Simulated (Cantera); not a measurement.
An adiabatic, constant-pressure homogeneous reactor starts with 41.5 % CO, 4.98 % H2, 10.6 % O2, 39.7 % N2, 3.20 % CO2, at 1275 K and 20300 Torr.

Cantera simulation using GRI-Mech 3.0 (53 species, 325 reactions); the numbers are that mechanism's predictions, not measurements. The hydrogen kinetics of GRI-Mech 3.0 are dated; newer H2 mechanisms differ, most at raised pressure. The pressure lies above the range GRI-Mech 3.0 was tuned for (to about 10 atm).

One state of this run: T (K) = 1307; x CO = 0.413; x H2 = 0.0481; x O2 = 0.104; x N2O = 4.33e-9; x NO = 2.39e-10. x: mole fraction; the columns are a selection and need not sum to one.

**Question.** Which value of t (s) does it belong to?
A. 2.52e-5
B. 0.00252
C. 0.000159
D. 1.00e-5

**Answer.** D, 1.00e-5
